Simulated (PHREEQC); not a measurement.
Leach liquor: an equilibrium model

A solution holds 33 mmol/kgw HCl and 0.77 mmol/kgw NiSO4, at 25 °C. Closed to the air; pH follows from the charge balance.

Model: ion-association model, wateq4f.dat, run in PHREEQC.

| Quantity | Value |
|---|---|
| pH | 1.55 |
| ionic strength | 0.0350 mol/kgw |
| total alkalinity | -33.0 meq/kg |

| species | molality | activity | log γ |
|---|---|---|---|
| Cl- | 0.0330 | 0.0275 | -0.078 |
| H+ | 0.0325 | 0.0282 | -0.061 |
| Ni+2 | 0.000727 | 0.000364 | -0.300 |
| HSO4- | 0.000474 | 0.000399 | -0.075 |
| SO4-2 | 0.000286 | 0.000145 | -0.293 |
| NiCl+ | 3.00e-5 | 2.52e-5 | -0.075 |
| NiSO4 | 1.03e-5 | 1.03e-5 | 0.004 |
| NiCl2 | 2.50e-6 | 2.52e-6 | 0.004 |

Precipitation was switched off in this run.
